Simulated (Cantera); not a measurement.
Feed: 1 mol toluene, 0.17 mol H2O, 17 mol N2, at 1.00 Torr.

These are equilibrium values from Cantera (NASA tables, ideal gas, pure condensed phases), not measurements of a reactor. Candidate condensed phases: C, C6H6, C7H8, C8H18, H2O; 136 gas species. Rates play no part.

**Question.** What share of the C ends up in condensed phases as a function of T (°C), at 1050, 1150, 1250, 1350, 1450, 1550, 1650, 1750, 1850, 1950?

**Answer.** 
| T (°C) | C condensed (%) | as |
|---|---|---|
| 1050 | 97.5 | C(graphite) |
| 1150 | 97.5 | C(graphite) |
| 1250 | 97.4 | C(graphite) |
| 1350 | 97.3 | C(graphite) |
| 1450 | 97.0 | C(graphite) |
| 1550 | 96.7 | C(graphite) |
| 1650 | 96.2 | C(graphite) |
| 1750 | 95.5 | C(graphite) |
| 1850 | 94.6 | C(graphite) |
| 1950 | 93.5 | C(graphite) |
